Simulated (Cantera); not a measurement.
A closed system holds: 1 mol NH3, 0.086 mol H2O, a varied amount of N2, held at 1025 K and 0.220 bar.

Method: chemical equilibrium by Gibbs-energy minimisation in Cantera with the NASA 1993 tables (ideal gas, pure condensed phases). Candidate condensed phases: H2O; 24 gas species. Equilibrium is a limit: real reactors are often held back by kinetics, nucleation or transport.

Q: At 21 mol N2, list the 3 most abundant gas species with their mole fractions, and the condensed phases.

A: N2 0.931, H2 0.0650, H2O 0.00373. Condensed: gas only.
